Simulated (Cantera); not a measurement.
An isothermal, constant-pressure homogeneous reactor starts with 10.7 % H₂, 89.3 % O₂, equivalence ratio 0.060, at 1050 K and 700 Pa.

Detailed kinetics in Cantera: the H2/O2 subset of GRI-Mech 3.0, which has no nitrogen chemistry. Radical loss at walls, strong at low pressure, is not modelled. The temperature is held fixed by assumption; the heat of reaction is taken as removed at once.

x: mole fraction; the columns are a selection and need not sum to one.

```json
[
 {"t (s)": "5.00e-5", "x H₂": "0.107", "x O₂": "0.893", "x O": "1.02e-11", "x H₂O₂": "<1e-12", "x H₂O": "2.07e-12", "x H": "8.14e-11", "x HO₂": "8.96e-11"},
 {"t (s)": "0.000128", "x H₂": "0.107", "x O₂": "0.893", "x O": "5.93e-11", "x H₂O₂": "<1e-12", "x H₂O": "2.76e-11", "x H": "1.97e-10", "x HO₂": "2.29e-10"},
 {"t (s)": "0.000327", "x H₂": "0.107", "x O₂": "0.893", "x O": "3.44e-10", "x H₂O₂": "<1e-12", "x H₂O": "3.28e-10", "x H": "5.67e-10", "x HO₂": "5.88e-10"},
 {"t (s)": "0.000836", "x H₂": "0.107", "x O₂": "0.893", "x O": "2.95e-9", "x H₂O₂": "<1e-12", "x H₂O": "4.86e-9", "x H": "3.38e-9", "x HO₂": "1.52e-9"},
 {"t (s)": "0.00214", "x H₂": "0.107", "x O₂": "0.893", "x O": "1.75e-7", "x H₂O₂": "4.70e-12", "x H₂O": "3.60e-7", "x H": "1.87e-7", "x HO₂": "5.26e-9"},
 {"t (s)": "0.00547", "x H₂": "0.0969", "x O₂": "0.887", "x O": "0.00341", "x H₂O₂": "[?]", "x H₂O": "0.00746", "x H": "0.00398", "x HO₂": "2.72e-6"},
 {"t (s)": "0.0140", "x H₂": "0.00296", "x O₂": "0.837", "x O": "0.0391", "x H₂O₂": "[?]", "x H₂O": "0.0899", "x H": "0.0276", "x HO₂": "4.80e-6"},
 {"t (s)": "0.0358", "x H₂": "0.00180", "x O₂": "0.858", "x O": "0.0233", "x H₂O₂": "[?]", "x H₂O": "0.101", "x H": "0.0125", "x HO₂": "4.78e-6"},
 {"t (s)": "0.0914", "x H₂": "0.000590", "x O₂": "0.878", "x O": "0.00736", "x H₂O₂": "[?]", "x H₂O": "0.110", "x H": "0.00217", "x HO₂": "3.91e-6"},
 {"t (s)": "0.234", "x H₂": "9.85e-5", "x O₂": "0.885", "x O": "0.00123", "x H₂O₂": "[?]", "x H₂O": "0.113", "x H": "0.000145", "x HO₂": "2.00e-6"},
 {"t (s)": "0.598", "x H₂": "1.39e-5", "x O₂": "0.887", "x O": "0.000177", "x H₂O₂": "[?]", "x H₂O": "0.113", "x H": "7.91e-6", "x HO₂": "6.24e-7"},
 {"t (s)": "1.53", "x H₂": "2.36e-6", "x O₂": "0.887", "x O": "3.13e-5", "x H₂O₂": "[?]", "x H₂O": "0.113", "x H": "5.87e-7", "x HO₂": "1.59e-7"},
 {"t (s)": "3.91", "x H₂": "5.19e-7", "x O₂": "0.887", "x O": "7.09e-6", "x H₂O₂": "[?]", "x H₂O": "0.113", "x H": "6.34e-8", "x HO₂": "4.26e-8"},
 {"t (s)": "10.0", "x H₂": "1.39e-7", "x O₂": "0.887", "x O": "1.95e-6", "x H₂O₂": "[?]", "x H₂O": "0.113", "x H": "9.15e-9", "x HO₂": "1.29e-8"}
]
```

**Question.** Some entries are withheld; supply them.

**Answer.** 
- 0.00547, x H₂O₂: 2.64e-8
- 0.0140, x H₂O₂: 8.04e-8
- 0.0358, x H₂O₂: 9.57e-8
- 0.0914, x H₂O₂: 1.13e-7
- 0.234, x H₂O₂: 9.93e-8
- 0.598, x H₂O₂: 5.81e-8
- 1.53, x H₂O₂: 2.71e-8
- 3.91, x H₂O₂: 1.19e-8
- 10.0, x H₂O₂: 5.08e-9
